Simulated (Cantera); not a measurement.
Cantera with NASA thermochemical tables; ideal gases at 1 bar, condensed phases pure. Values are per mole of reaction as written; species without (g) are pure solids or liquids, kept so even where they would boil at 1 bar. TiC: taken at fixed stoichiometry.

4 CH₃(g) + Ti ⇌ TiC + 3 CH₄(g)

```
T (K)  ΔH° (kJ)  ΔS° (J/K)  ΔG° (kJ)  log10 K  condensed phases
-----  --------  ---------  --------  -------  ----------------
375      -998.2     -231.6    -911.4   126.95     Ti(α), TiC(s)
525         ___        ___       ___      ___     Ti(α), TiC(s)
675     -1004.6     -244.7    -839.4    64.95     Ti(α), TiC(s)
825     -1005.5     -246.0    -802.6    50.81     Ti(α), TiC(s)
975         ___        ___       ___      ___     Ti(α), TiC(s)
1125    -1005.1     -245.6    -728.8    33.84     Ti(α), TiC(s)
1275        ___        ___       ___      ___     Ti(β), TiC(s)
1425    -1004.6     -245.6    -654.7    24.00     Ti(β), TiC(s)
```

### Question
Complete the blanks.

### Answer

- 525, ΔH° (kJ): -1002.3
- 525, ΔS° (J/K): -240.9
- 525, ΔG° (kJ): -875.9
- 525, log10 K: 87.14
- 975, ΔH° (kJ): -1005.5
- 975, ΔS° (J/K): -246.0
- 975, ΔG° (kJ): -765.7
- 975, log10 K: 41.02
- 1275, ΔH° (kJ): -1007.2
- 1275, ΔS° (J/K): -247.5
- 1275, ΔG° (kJ): -691.6
- 1275, log10 K: 28.33
